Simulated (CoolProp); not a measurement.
Vapour-liquid equilibrium of dimethyl carbonate (1) + n-nonane (2) at 0.0484 MPa; x and y are mole fractions of (1).

The numbers come from the multi-fluid Helmholtz-energy mixture model, Zhou 2011 and Lemmon 2006; pair parameters Bell 2016 in CoolProp.

Problem. Give the bubble temperature and the first vapour's composition at x = 0.125, 0.575, 0.8. Is there an azeotrope?

Solution. x = 0.125: 91.6 °C, y = 0.712; x = 0.575: 71.3 °C, y = 0.905; x = 0.8: 70.0 °C, y = 0.922. No azeotrope shows between x = 0.05 and 0.95.

Pair parameters are fitted to limited data, so mixtures are less certain than the pure fluids. With so large a gap from Raoult's law the liquid may split in two, which this calculation doesn't test in full.
